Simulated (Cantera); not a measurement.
# Equilibrium for carbothermic reduction: TiO2 + CO + H2

A closed system holds: 1 mol TiO2, 16 mol CO, a varied amount of H2, held at 1548.15 K and 19.0 mbar.

Equilibrium computed with Cantera from the NASA thermochemical tables; the gas is ideal and each condensed phase is pure. Candidate condensed phases: C, C6H6, C7H8, C8H18, H2O, Ti, TiC, TiO, TiO2, Ti2O3, Ti3O5, Ti4O7; 113 gas species. Mutual solubility and eutectic melting of coexisting phases are not modelled. Condensed phases not in the tables: Magnéli phases beyond Ti4O7. Rates play no part.

From 0.22 mol H2 to 3.8 mol H2 the condensed part is TiO2(rutile) + Ti4O7(s). From 6.6 mol H2 to 12 mol H2 the condensed part is Ti4O7(s).

```json
[
 {"n(H2) (mol)": "0.22", "x CO": "0.978", "x H2": "0.0133", "x CO2": "0.00793", "x H2O": "0.000299", "n TiO2(rutile)": "0.466", "n Ti4O7(s)": "0.133"},
 {"n(H2) (mol)": "0.39", "x CO": "0.968", "x H2": "0.0233", "x CO2": "0.00785", "x H2O": "0.000525", "n TiO2(rutile)": "0.451", "n Ti4O7(s)": "0.137"},
 {"n(H2) (mol)": "0.69", "x CO": "0.951", "x H2": "0.0404", "x CO2": "0.00771", "x H2O": "0.000913", "n TiO2(rutile)": "0.425", "n Ti4O7(s)": "0.144"},
 {"n(H2) (mol)": "1.2", "x CO": "0.923", "x H2": "0.0682", "x CO2": "0.00748", "x H2O": "0.00154", "n TiO2(rutile)": "0.380", "n Ti4O7(s)": "0.155"},
 {"n(H2) (mol)": "2.1", "x CO": "0.877", "x H2": "0.113", "x CO2": "0.00710", "x H2O": "0.00256", "n TiO2(rutile)": "0.300", "n Ti4O7(s)": "0.175"},
 {"n(H2) (mol)": "3.8", "x CO": "0.802", "x H2": "0.188", "x CO2": "0.00649", "x H2O": "0.00424", "n TiO2(rutile)": "0.150", "n Ti4O7(s)": "0.213"},
 {"n(H2) (mol)": "6.6", "x CO": "0.703", "x H2": "0.286", "x CO2": "0.00518", "x H2O": "0.00588", "n TiO2(rutile)": "0", "n Ti4O7(s)": "0.250"},
 {"n(H2) (mol)": "12", "x CO": "0.568", "x H2": "0.422", "x CO2": "0.00291", "x H2O": "0.00602", "n TiO2(rutile)": "0", "n Ti4O7(s)": "0.250"}
]
```
x: gas mole fraction; n: condensed amount in mol.
